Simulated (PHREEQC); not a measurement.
Solution (25 °C): 0.011 mol H3PO4, 0.0006 mol H2SO4 and 0.069 mol H3AsO4 per kg of water. Closed to the air; pH follows from the charge balance.

Equilibrium calculation in PHREEQC: ion-association model, wateq4f.dat.

Task: The ionic strength comes out as 0.0210 mol/kgw. What activity coefficients do HSO4-, SO4-2, H+, H2AsO4-, H2PO4- get?

Result: HSO4- 0.87, SO4-2 0.58, H+ 0.89, H2AsO4- 0.87, H2PO4- 0.87.

This is a speciation only: nothing precipitates in the calculation. Species that the database lacks are ignored. H3PO4, which wateq4f.dat lacks, is added to it with the constant of phreeqc.dat.
